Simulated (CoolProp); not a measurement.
Vapour-liquid equilibrium of trans-2-butene (1) + acetone (2) at -14.75 °C; x and y are mole fractions of (1).

Computed with CoolProp (multi-fluid Helmholtz-energy mixture model, Lemmon 2005 and Lemmon 2006; pair parameters Bell 2016).

```tsv
x	bubble pressure (MPa)	y at the bubble point	dew pressure at overall composition x (MPa)	liquid density (mol/L)
0.05	0.01357	0.714	0.004246	14.08
0.15	0.02779	0.871	0.004738	13.74
0.25	0.03662	0.908	0.005357	13.41
0.35	0.04161	0.924	0.006161	13.09
0.45	0.04424	0.931	0.007249	12.79
0.55	0.04566	0.935	0.008802	12.50
0.65	0.04671	0.939	0.01120	12.24
0.75	0.04794	0.945	0.01538	11.99
0.85	0.04970	0.956	0.02445	11.76
0.95	0.05212	0.980	0.04878	11.56
```

No azeotrope shows between x = 0.05 and 0.95.

The pair parameters rest on a limited set of measurements; away from them the model extrapolates. With so large a gap from Raoult's law the liquid may split in two, which this calculation doesn't test in full.
